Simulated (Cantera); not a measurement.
Ignition delay

Mixture: 9.31 % CH₄, 0.615 % CO, 18.9 % O₂, 71.2 % N₂, equivalence ratio 1.0, at 1.01 bar, adiabatic and at constant volume. Ignition delay is the time to a rise of 400 K.

Model: GRI-Mech 3.0 (53 species, 325 reactions), integrated in Cantera.

```tsv
T0 (K)	delay (ms)
1123	147
1173	67.9
1223	32.6
1273	16.3
1323	8.45
1373	4.54
1423	2.53
1473	1.47
```

```json
{
 "apparent activation energy between 1373 and 1473 K": "190 kJ/mol"
}
```
